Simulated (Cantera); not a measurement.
What does this Cantera script print?

```python
import numpy as np
import cantera as ct

gas = ct.Solution("gri30.yaml", transport_model="multicomponent")
show = ['N2', 'O', 'NO']

rows = []
print(f"{'T/K':>7s}{'rho':>11s}{'cp':>10s}{'mu':>11s}{'lambda':>11s}{'Pr':>7s}" + "".join(f"{'D_' + s:>11s}" for s in show))
for T in [400, 650, 900, 1150, 1400, 1650, 1900, 2150, 2400]:
    gas.TPX = T, 28, {'C2H2': 0.2, 'C2H6': 0.87}
    Pr = gas.cp_mass * gas.viscosity / gas.thermal_conductivity
    D = [gas.mix_diff_coeffs_mole[gas.species_index(s)] for s in show]
    rows.append([gas.density, gas.cp_mass, gas.viscosity, gas.thermal_conductivity, Pr, *D])
    print(f"{T:7g}{gas.density:11.4e}{gas.cp_mass:10.1f}{gas.viscosity:11.4e}"
          f"{gas.thermal_conductivity:11.4e}{Pr:7.3f}" + "".join(f"{d:11.4e}" for d in D))
print("SI units: kg/m3, J/kg/K, Pa s, W/m/K, m2/s")
```

Result:

```
    T/K        rho        cp         mu     lambda     Pr       D_N2        D_O       D_NO
    400 2.4682e-04    2127.4 1.2534e-05 3.5497e-02  0.751 9.2404e-02 1.4131e-01 9.0821e-02
    650 1.5189e-04    3004.4 1.8849e-05 7.5081e-02  0.754 2.1666e-01 3.2916e-01 2.1295e-01
    900 1.0970e-04    3619.1 2.4117e-05 1.1578e-01  0.754 3.7771e-01 5.7223e-01 3.7124e-01
   1150 8.5849e-05    4091.6 2.8733e-05 1.5620e-01  0.753 5.7105e-01 8.6394e-01 5.6127e-01
   1400 7.0519e-05    4425.8 3.2907e-05 1.9388e-01  0.751 7.9384e-01 1.2001e+00 7.8025e-01
   1650 5.9834e-05    4668.8 3.6760e-05 2.2891e-01  0.750 1.0441e+00 1.5777e+00 1.0262e+00
   1900 5.1961e-05    4844.7 4.0372e-05 2.6133e-01  0.748 1.3202e+00 1.9945e+00 1.2976e+00
   2150 4.5919e-05    4973.0 4.3798e-05 2.9146e-01  0.747 1.6211e+00 2.4486e+00 1.5934e+00
   2400 4.1136e-05    5069.4 4.7075e-05 3.1977e-01  0.746 1.9458e+00 2.9385e+00 1.9124e+00
SI units: kg/m3, J/kg/K, Pa s, W/m/K, m2/s
```

Cantera simulation using GRI-Mech 3.0 (53 species, 325 reactions); the numbers are that mechanism's predictions, not measurements. The composition is frozen, though it would react at the higher temperatures.
